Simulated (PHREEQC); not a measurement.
A PHREEQC input (ion-association model, phreeqc.dat):

```
SOLUTION 1
  temp 40
  units mg/L
  pH 6.46
  pe -1.1
  Na 2540
  K 181
  Ca 33.3
  Mg 205
  Cl 2600 charge
  Li 0.1 charge
  S(6) 2750 as SO4
  Alkalinity 19 as HCO3
  Si 6.04 as SiO2
  Mn(2) 13.2
  B 0.205
  Sr 24.2
END
USE solution 1
EQUILIBRIUM_PHASES 1
  Quartz 0 0.5
  Gypsum 0 0
  CO2(g) -3.4 10
END
```

It stops with these messages:

```
ERROR: Charge balance specified for more than one species.
ERROR: Program terminating due to input errors.
```

The fault: two constituents marked charge. The line should read `Cl 2600` where the input has `Cl 2600 charge / Li 0.1 charge`. With the mend the run ends at pH 7.64 and ionic strength 0.148 mol/kgw.
